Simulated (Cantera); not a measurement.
A perfectly stirred reactor is fed with H2 : O2 : N2 = 0.1 : 1 : 0.85 (molar parts), equivalence ratio 0.050, at 4.13 Torr; it is held at 1400 K, and followed from long to short residence time.

Model: GRI-Mech 3.0 (53 species, 325 reactions), integrated in Cantera. Radical loss at walls, strong at low pressure, is not modelled. The temperature is held fixed by assumption; the heat of reaction is taken as removed at once.

Q: What does this change do: pressure from 4.13 Torr to 10.00 Torr?

A: 
```
quantity                 before     after
---------------------  --------  --------
x(H2) at τ = 5.20 s    0.000298  0.000107
x(O2) at τ = 5.20 s       0.495     0.498
x(NO) at τ = 5.20 s     8.13e-7   6.10e-7
x(O) at τ = 5.20 s      0.00584   0.00192
x(HO2) at τ = 5.20 s    3.41e-7   4.51e-7
x(H2) at τ = 0.200 s    0.00124  0.000706
x(O2) at τ = 0.200 s      0.479     0.489
x(NO) at τ = 0.200 s    7.06e-7   9.01e-7
x(O) at τ = 0.200 s      0.0247    0.0131
x(HO2) at τ = 0.200 s   5.60e-7   1.14e-6
```

Q: What does this change do: 0.12 parts H2O added?

A: 
```csv
quantity,before,after
x(H2) at τ = 5.20 s,0.000298,0.000393
x(O2) at τ = 5.20 s,0.495,0.467
x(NO) at τ = 5.20 s,8.13e-7,3.87e-7
x(O) at τ = 5.20 s,0.00584,0.00347
x(HO2) at τ = 5.20 s,3.41e-7,4.41e-7
x(H2) at τ = 0.200 s,0.00124,0.00195
x(O2) at τ = 0.200 s,0.479,0.455
x(NO) at τ = 0.200 s,7.06e-7,4.35e-7
x(O) at τ = 0.200 s,0.0247,0.0174
x(HO2) at τ = 0.200 s,5.60e-7,8.30e-7
```
